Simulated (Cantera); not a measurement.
Charge: 1 mol Cu₂O, 8.3 mol CO, 0.38 mol H₂, held at 0.000190 bar.

Equilibrium computed with Cantera from the NASA thermochemical tables; the gas is ideal and each condensed phase is pure. Candidate condensed phases: C, C₆H₆, C₇H₈, C₈H₁₈, Cu, CuO, Cu(OH)₂, Cu₂O, H₂O; 113 gas species. Rates play no part.

Task: What share of the Cu ends up in condensed phases as a function of T (°C), at 875, 925, 975, 1025, 1075, 1125, 1175, 1225, 1275, 1325, 1375, 1425?

Result: 
```
T (°C)  Cu condensed (%)     as
------  ----------------  -----
875                100.0  Cu(s)
925                100.0  Cu(s)
975                 99.9  Cu(s)
1025                99.7  Cu(s)
1075                98.9  Cu(s)
1125                97.0  Cu(l)
1175                92.3  Cu(l)
1225                81.0  Cu(l)
1275                54.6  Cu(l)
1325                 0.0      -
1375                 0.0      -
1425                 0.0      -
```
